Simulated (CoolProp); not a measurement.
A Linde-Hampson liquefier for CF4 (R14): isothermal reversible compression at 290 K from 1 atm to 30 MPa, throttling to 1 atm, return gas leaving the recuperator 0 K below the feed. Each further row changes one setting.

The numbers come from the reference Helmholtz-energy equation of state, Platzer 1990 in CoolProp. This equation is an older, rougher fit; its heat capacities, sound speeds and derivatives of the liquid may be far off and weren't checked against measurements.

| case | liquid yield per pass | compression work (kJ/kg of gas) |
|---|---|---|
| as stated | 0.318 | 138 |
| warm-end temperature 320 K | 0.249 | 159 |
| warm-end gap 5 K | 0.307 | 138 |
